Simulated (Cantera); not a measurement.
Gas mixture: N₂ = 0.93 (molar parts), at 2630 Torr, frozen composition.

Cantera's kinetic-theory transport with the Lennard-Jones parameters of GRI-Mech 3.0, ideal gas; thermal conductivity in the multicomponent form.

One state of this run: ρ (kg/m³) = 0.842; cp (J/kg/K) = 1231; μ (µPa s) = 51.6; λ (mW/m/K) = 90.1; Pr = 0.706; D (cm²/s) H₂O = 1.07; D (cm²/s) O = 1.26; D (cm²/s) C₂H₂ = 0.691. D: mixture-averaged diffusion coefficient of that species in the mixture.

Which value of T (K) does it belong to?
(A) 900
(B) 1900
(C) 650
(D) 1400

D, 1400
